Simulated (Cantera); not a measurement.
A freely propagating, adiabatic, planar premixed flame of 31.6 % H2, 14.4 % O2, 54.0 % N2, 0.117 % H2O, unburnt at 500 K and 0.133 bar; mixture-averaged transport, grid criteria slope 0.08 and curve 0.16, no radiation.

Computed with Cantera and the H2/O2 subset of GRI-Mech 3.0, which has no nitrogen chemistry. Burning velocities carry a grid error of a few per cent, more on coarse grids.

Task: Predict: laminar burning velocity; thermal thickness; peak x(OH); peak x(H); peak x(HO2).

Result: 
* **laminar burning velocity**: 454 cm/s
* **thermal thickness**: 6.10 mm
* **peak x(OH)**: 0.0170
* **peak x(H)**: 0.0939
* **peak x(HO2)**: 7.51e-5
